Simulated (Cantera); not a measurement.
A freely propagating, adiabatic, planar premixed flame of C₃H₈ : O₂ : N₂ = 1 : 4.17 : 12.1 (molar parts), unburnt at 475 K and 0.133 bar; mixture-averaged transport, grid criteria slope 0.08 and curve 0.16, no radiation.

Cantera simulation using GRI-Mech 3.0 (53 species, 325 reactions); the numbers are that mechanism's predictions, not measurements. GRI-Mech 3.0 was tuned for natural gas; its chemistry of propane as a main component is partial and can be far from experiment. Burning velocities carry a grid error of a few per cent, more on coarse grids.

What does this change do: C3H8 1 to 1.3 parts?


```tsv
quantity	before	after
laminar burning velocity	171 cm/s	103 cm/s
thermal thickness	1.44 mm	2.02 mm
peak x(CH₃)	0.00649	0.00668
peak x(C₂H₆)	0.00299	0.00377
peak x(CO)	0.109	0.141
```

What does this change do: inlet temperature 475 to 500 K?


```json
[
 {"quantity": "laminar burning velocity", "before": "171 cm/s", "after": "185 cm/s"},
 {"quantity": "thermal thickness", "before": "1.44 mm", "after": "1.42 mm"},
 {"quantity": "peak x(CH₃)", "before": "0.00649", "after": "0.00660"},
 {"quantity": "peak x(C₂H₆)", "before": "0.00299", "after": "0.00298"},
 {"quantity": "peak x(CO)", "before": "0.109", "after": "0.109"}
]
```
